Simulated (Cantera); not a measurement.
Charge: 1 mol S, 0.12 mol O₂, held at 2727 °C and 11.0 bar.

These are equilibrium values from Cantera (NASA tables, ideal gas, pure condensed phases), not measurements of a reactor. Candidate condensed phases: S; 10 gas species. The numbers say what is thermodynamically allowed, not how fast it happens.

Base state: S₂ 0.644, SO 0.174, SO₂ 0.103, S 0.0612, S₂O 0.0174, O 0.000382, O₂ 0.000125 (mole fractions); condensed: gas only.

Question: What changes in the equilibrium state with this change: S replaced by HBr?

Answer: 
```tsv
species	before	after
Br	0	0.430
HBr	0	0.326
H₂O	0	0.166
S₂	0.644	0
SO	0.174	0
SO₂	0.103	0
S	0.0612	0
H₂	0	0.0448
S₂O	0.0174	0
OH	0	0.0124
H	0	0.0101
Br₂	0	0.00678
O₂	0.000125	0.00249
O	0.000382	0.00170
```
Further candidate phases: Br₂, H₂O.
